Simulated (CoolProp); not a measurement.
Properties of the fluoroketone C6F12O (FK-5-1-12) along the isotherm 500 K (Tc = 441.8 K, pc = 1.869 MPa, ω = 0.471).

Values from CoolProp's reference Helmholtz-energy equation of state, McLinden 2015.

```tsv
p (MPa)	phase	density (kg/m³)
0.00887	gas	0.6750
0.0134	gas	1.020
0.0202	gas	1.539
0.0304	gas	2.319
0.0459	gas	3.508
0.0693	gas	5.312
0.105	gas	8.083
0.158	gas	12.24
0.238	gas	…
0.359	gas	…
0.541	gas	…
0.817	gas	68.92
1.23	gas	110.2
1.86	gas	185.7
2.8	supercritical	340.7
```

### Question
What belongs in the gaps?

### Answer

- 0.238, density (kg/m³): 18.62
- 0.359, density (kg/m³): 28.51
- 0.541, density (kg/m³): 43.97
